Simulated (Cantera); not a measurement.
Charge: 1 mol PbO, 0.033 mol O₂, 1.4 mol H₂, equilibrated at 1600 K and 20.0 Pa.

Method: chemical equilibrium by Gibbs-energy minimisation in Cantera with the NASA 1993 tables (ideal gas, pure condensed phases). Candidate condensed phases: H₂O, Pb, PbO, PbO₂, Pb₃O₄; 12 gas species. Kinetics and transport are ignored.

Base state: H₂O 0.443, Pb 0.415, H₂ 0.139, H 0.00144, PbO 0.000938, OH 0.000179 (mole fractions); condensed: gas only.

Problem. What changes in the equilibrium state with this change: pressure from 20.0 Pa to 7.00 mbar?

Solution. 
```json
[
 {"species": "H₂O", "before": "0.443", "after": "0.443"},
 {"species": "Pb", "before": "0.415", "after": "0.416"},
 {"species": "H₂", "before": "0.139", "after": "0.140"},
 {"species": "H", "before": "0.00144", "after": "0.000243"},
 {"species": "Pb₂", "before": "4.32e-7", "after": "1.52e-5"},
 {"species": "OH", "before": "0.000179", "after": "3.01e-5"},
 {"species": "PbO", "before": "0.000938", "after": "0.000935"}
]
```

Problem. What changes in the equilibrium state with this change: O₂ from 0.033 to 0.16 mol?

Solution. 
```
species    before     after
-------  --------  --------
H₂O         0.443     0.545
Pb          0.415     0.412
H₂          0.139    0.0375
PbO      0.000938   0.00425
O₂        2.22e-6   4.64e-5
OH       0.000179  0.000424
H         0.00144  0.000745
```
